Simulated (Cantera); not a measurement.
A Cantera script and what it prints.

```python
import numpy as np
import cantera as ct

gas_names = """
    C CO COS CO2 CS CS2 C2 C2O C3 C3O2 C4 C5 Mg MgO MgS Mg2 O O2 O3 S SO SO2 SO3 S2 S2O S8
""".split()
cond_names = """
    C(gr) Mg(cr) Mg(L) MgCO3(s) MgO(s) MgO(L) MgS(s) MgSO4(s) MgSO4(L) S(cr1) S(cr2) S(L)
""".split()


# ... load() reads the species with a 1 bar reference pressure and builds the phases ...
atoms = {
    'MgO': {'Mg': 1, 'O': 1},
    'SO3': {'S': 1, 'O': 3},
    'CO2': {'C': 1, 'O': 2},
}
top_T = {'C(gr)': 4500, 'MgS(s)': 2250}  # K; cautious upper limits of use, not melting points


# ... equilibrate(T, P, feed) seeds the gas with the atoms and calls Mixture.equilibrate('TP', solver="vcs", rtol=1e-11, max_steps=5000) ...
results = []
feed = {'MgO': 1, 'SO3': 0.072, 'CO2': 0.3}  # mol
P = 21000  # Pa
for T in [848, 898, 948, 998, 1048, 1098, 1148, 1198]:
    mix = equilibrate(T, P, feed)
    results.append((T, P, feed, dict(zip(mix.species_names, mix.species_moles))))

top = {s: max(r[3][s] / sum(r[3][g] for g in gas_names) for r in results) for s in gas_names}
cols = sorted((s for s in top if top[s] > 1e-05), key=lambda s: -top[s])[:9]
seen = [c for c in cond_names if any(r[3].get(c, 0) > 1e-12 for r in results)]
print("log10 of partial pressures in bar; condensed amounts in mol")
print(f"{'T/K':>10s}" + "".join(f"{s[:9]:>10s}" for s in cols + seen))
for T, P, feed, n in results:
    ng = sum(n[g] for g in gas_names)
    print(f"{T:10.4g}" + "".join(f"{np.log10(max(n[s] / ng * P / 1e5, 1e-99)):10.3f}" for s in cols)
          + "".join(f"{n.get(c, 0):10.4g}" for c in seen))
```

Output:

```
log10 of partial pressures in bar; condensed amounts in mol
       T/K       CO2       SO2        O2       SO3    MgO(s)  MgSO4(s)
       848    -0.678    -5.954    -6.255    -7.908     0.928     0.072
       898    -0.678    -5.089    -5.390    -6.947     0.928   0.07199
       948    -0.678    -4.317    -4.618    -6.090    0.9281   0.07193
       998    -0.679    -3.625    -3.926    -5.322    0.9283   0.07165
      1048    -0.681    -3.002    -3.303    -4.630    0.9295   0.07053
      1098    -0.689    -2.438    -2.739    -4.004    0.9335    0.0665
      1148    -0.717    -1.925    -2.226    -3.436    0.9472   0.05282
      1198    -0.806    -1.457    -1.758    -2.918    0.9974  0.002639
```

Method: chemical equilibrium by Gibbs-energy minimisation in Cantera with the NASA 1993 tables (ideal gas, pure condensed phases). Mutual solubility and eutectic melting of coexisting phases are not modelled.
